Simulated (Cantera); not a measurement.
A closed system holds: 1 mol CH₃SiCl₃, 0.31 mol HCl, 2.8 mol H₂, held at 210 Torr.

Equilibrium computed with Cantera from the NASA thermochemical tables; the gas is ideal and each condensed phase is pure. Candidate condensed phases: C, C₆H₆, C₇H₈, C₈H₁₈, Si, SiC; 109 gas species. The feed counts by its element totals alone. Gases not in the tables: Si₂H₆ and higher silanes. Rates play no part.

Q: What share of the Si ends up in condensed phases as a function of T (°C), at 1675, 1775, 1875, 1975, 2075, 2175, 2275?

A: 
| T (°C) | Si condensed (%) | as |
|---|---|---|
| 1675 | 70.5 | SiC(s) |
| 1775 | 66.0 | SiC(s) |
| 1875 | 61.4 | SiC(s) |
| 1975 | 56.8 | SiC(s) |
| 2075 | 51.9 | SiC(s) |
| 2175 | 45.9 | SiC(s) |
| 2275 | 36.7 | SiC(s) |
